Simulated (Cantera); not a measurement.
A closed system holds: 1 mol CH₃Cl, 0.17 mol HCl, held at 3275 K and 53.0 Pa.

Method: chemical equilibrium by Gibbs-energy minimisation in Cantera with the NASA 1993 tables (ideal gas, pure condensed phases). Candidate condensed phases: C, C₆H₆, C₇H₈, C₈H₁₈; 91 gas species. The numbers say what is thermodynamically allowed, not how fast it happens.

Base state: H 0.616, Cl 0.228, C 0.125, C₃ 0.0146, C₂ 0.0131, H₂ 0.00171, HCl 0.000946, C₂H 0.000279 (mole fractions); condensed: gas only.

Problem. What changes in the equilibrium state with this change: pressure from 53.0 Pa to 17000 Pa?

Solution. 
| species | before | after |
|---|---|---|
| H | 0.616 | 0.368 |
| Cl | 0.228 | 0.202 |
| H₂ | 0.00171 | 0.196 |
| HCl | 0.000946 | 0.161 |
| C₂H₂ (acetylene) | 3.15e-6 | 0.0252 |
| C₂H | 0.000279 | 0.0117 |
| C | 0.125 | 0.00327 |
| C₂ | 0.0131 | 0.00286 |
| C₃ | 0.0146 | 0.0266 |
| C₄H₂ | 2.42e-9 | 0.00136 |
| C₆H₂ | <1e-9 | 7.82e-5 |
| C₂HCl | 5.18e-8 | 0.000616 |
| CH₃ | <1e-9 | 1.08e-5 |
| C₂H₂ (vinylidene) | 1.77e-8 | 0.000142 |
| C(graphite), mol | 0 | 0.433 |
The tables' values for CCl are old estimates; treat these amounts as uncertain.
